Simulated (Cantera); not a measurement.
Input: 1 mol PbO, 0.34 mol CO, 89 mol H2, at 650 °C and 17.0 Pa.

Cantera equilibrium calculation (NASA polynomials, part measured and part estimated; ideal gas, pure solids and liquids). Candidate condensed phases: C, C6H6, C7H8, C8H18, H2O, Pb, PbO, PbO2, Pb3O4; 113 gas species. Rates play no part.

Base state: H2 0.974, Pb 0.0111, H2O 0.0110, CO 0.00368, CO2 8.47e-5 (mole fractions); condensed: gas only.

### Question
What changes in the equilibrium state with this change: pressure from 17.0 Pa to 10.0 mbar?

### Answer
```json
[
 {"species": "H2", "before": "0.974", "after": "0.985"},
 {"species": "H2O", "before": "0.0110", "after": "0.0111"},
 {"species": "CO", "before": "0.00368", "after": "0.00371"},
 {"species": "Pb", "before": "0.0111", "after": "0.000255"},
 {"species": "CH4", "before": "3.20e-9", "after": "1.14e-5"},
 {"species": "CO2", "before": "8.47e-5", "after": "8.54e-5"},
 {"species": "Pb(l), mol", "before": "0", "after": "0.977"}
]
```
